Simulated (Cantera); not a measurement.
Gas mixture: NO = 0.97 (molar parts), at 9.87 atm, frozen composition.

Cantera's kinetic-theory transport with the Lennard-Jones parameters of GRI-Mech 3.0, ideal gas; thermal conductivity in the mixture-averaged form. The composition is frozen, though it would react at the higher temperatures.

One state of this run: ρ (kg/m³) = 6.01; cp (J/kg/K) = 1041; μ (µPa s) = 30.6; λ (mW/m/K) = 45.1; Pr = 0.706; D (cm²/s) NH3 = 0.0803; D (cm²/s) CH3 = 0.0756; D (cm²/s) H = 0.414. D: mixture-averaged diffusion coefficient of that species in the mixture.

### Question
Which value of T (K) does it belong to?
A. 1600
B. 600
C. 400
D. 1000

### Answer
B, 600
